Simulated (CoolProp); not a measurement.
Computed with CoolProp (reference Helmholtz-energy equation of state, Thol 2017).

Problem. For octamethyltrisiloxane (MDM), give the phase and the density (kg/m³), cp (kJ/(kg K)), cv (kJ/(kg K)) at 231.65 °C and 20.2 bar.

Solution. 
- 231.65 °C and 20.2 bar: liquid; density 576, cp 2.33, cv 1.98
